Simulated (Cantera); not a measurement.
Silicon oxide and oxynitride deposition: SiH2Cl2 + NO + H2

A closed system holds: 1 mol SiH2Cl2, 0.41 mol NO, 20 mol H2, equilibrated at 1350 °C and 1000 Pa.

Equilibrium computed with Cantera from the NASA thermochemical tables; the gas is ideal and each condensed phase is pure. Candidate condensed phases: H2O, NH4Cl, Si, SiO2, Si2N2O, Si3N4; 47 gas species. Mutual solubility and eutectic melting of coexisting phases are not modelled. The tables' values for SiCl3, SiCl are old estimates; treat these amounts as uncertain. Rates play no part.

| Quantity | Result |
|---|---|
| x(H2) | 0.906 |
| x(HCl) | 0.0605 |
| x(SiCl2) | 0.0141 |
| x(SiO) | 0.0136 |
| x(N2) | 0.00446 |
| x(H) | 0.000659 |
| x(SiCl3) | 0.000108 |
| x(Cl) | 3.47e-5 |
| x(SiCl) | 2.76e-5 |
| n(Si(s)) | 0.164 mol |
| n(Si2N2O(s)) | 0.105 mol |
| gas amount | 22.41 mol |
